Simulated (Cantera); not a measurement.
Feed: 1 mol B2H6, 9.9 mol N2, 6.9 mol H2, held at 1475 °C and 1000 Pa.

Equilibrium computed with Cantera from the NASA thermochemical tables; the gas is ideal and each condensed phase is pure. Candidate condensed phases: B, BN; 15 gas species. The feed counts by its element totals alone. Rates play no part.

Base state: H2 0.525, N2 0.473, H 0.00166 (mole fractions); condensed: BN(s).

What changes in the equilibrium state with this change: temperature from 1475 °C to 1727 °C?


```csv
species,before,after
H2,0.525,0.518
N2,0.473,0.471
H,0.00166,0.0117
BH2,8.53e-7,3.83e-5
"BN(s), mol",2.00,2.00
```
The tables' values for BH2 are old estimates; treat these amounts as uncertain.

What changes in the equilibrium state with this change: temperature from 1475 °C to 1627 °C?


```
species      before    after
----------  -------  -------
H2            0.525    0.522
N2            0.473    0.472
H           0.00166  0.00573
BN(s), mol     2.00     2.00
```
